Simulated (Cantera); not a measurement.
Feed: 1 mol C2H4, 0.021 mol NH3, 13 mol H2, 2.5 mol H2O, at 1025 °C and 10.0 mbar.

These are equilibrium values from Cantera (NASA tables, ideal gas, pure condensed phases), not measurements of a reactor. Candidate condensed phases: C, C6H6, C7H8, C8H18, H2O; 136 gas species. The numbers say what is thermodynamically allowed, not how fast it happens.

Task: What is the equilibrium state?

Result: 
| Quantity | Result |
|---|---|
| x(H2) | 0.873 |
| x(CO) | 0.101 |
| x(H2O) | 0.0240 |
| x(CO2) | 0.00158 |
| x(N2) | 0.000537 |
| x(H) | 1.00e-5 |
| gas amount | 19.54 mol |
| log10 activity of C(graphite) (absent) | -3.47 |
